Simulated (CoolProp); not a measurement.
Vapour-liquid equilibrium of p-xylene (1) + n-decane (2) at 139.75 °C; x and y are mole fractions of (1).

Values from CoolProp's multi-fluid Helmholtz-energy mixture model, Zhou 2012 and Lemmon 2006; pair parameters Bell 2016.

| x | bubble pressure (MPa) | y at the bubble point | dew pressure at overall composition x (MPa) | liquid density (mol/L) |
|---|---|---|---|---|
| 0.05 | 0.04235 | 0.130 | 0.03999 | ___ |
| 0.125 | 0.04779 | 0.286 | 0.04219 | 4.683 |
| 0.2 | 0.05309 | 0.408 | 0.04464 | 4.827 |
| 0.275 | 0.05827 | 0.508 | 0.04737 | 4.980 |
| 0.35 | 0.06334 | 0.591 | ___ | 5.142 |
| 0.425 | 0.06832 | 0.661 | 0.05389 | 5.314 |
| 0.5 | 0.07322 | 0.722 | 0.05782 | 5.497 |
| 0.575 | 0.07807 | 0.776 | 0.06231 | 5.691 |
| 0.65 | 0.08288 | 0.824 | 0.06748 | 5.899 |
| 0.725 | ___ | 0.868 | 0.07345 | 6.120 |
| 0.8 | 0.09245 | ___ | 0.08039 | 6.357 |
| 0.875 | 0.09724 | 0.944 | 0.08849 | 6.612 |
| 0.95 | 0.1020 | ___ | 0.09800 | 6.885 |

Question: Complete the blanks.

Answer: 
- 0.05, liquid density (mol/L): 4.546
- 0.35, dew pressure at overall composition x (MPa): 0.05043
- 0.725, bubble pressure (MPa): 0.08767
- 0.8, y at the bubble point: 0.908
- 0.95, y at the bubble point: 0.979

No azeotrope shows between x = 0.05 and 0.95.

Pair parameters are fitted to limited data, so mixtures are less certain than the pure fluids.
